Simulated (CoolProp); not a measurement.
Vapour-liquid equilibrium of propylene (1) + R114 (2) at 0.634 MPa; x and y are mole fractions of (1).

The numbers come from the multi-fluid Helmholtz-energy mixture model, Lemmon 2013 and Platzer 1990; pair parameters Bell 2016 in CoolProp. This equation is an older, rougher fit; its heat capacities, sound speeds and derivatives of the liquid may be far off and weren't checked against measurements.

### Question
Give the bubble temperature and the first vapour's composition at x = 0.575, 0.875, 0.95. Is there an azeotrope?

### Answer
x = 0.575: 288.4 K, y = 0.860; x = 0.875: 279.2 K, y = 0.959; x = 0.95: 277.2 K, y = 0.983. No azeotrope shows between x = 0.05 and 0.95.

Pair parameters are fitted to limited data, so mixtures are less certain than the pure fluids.
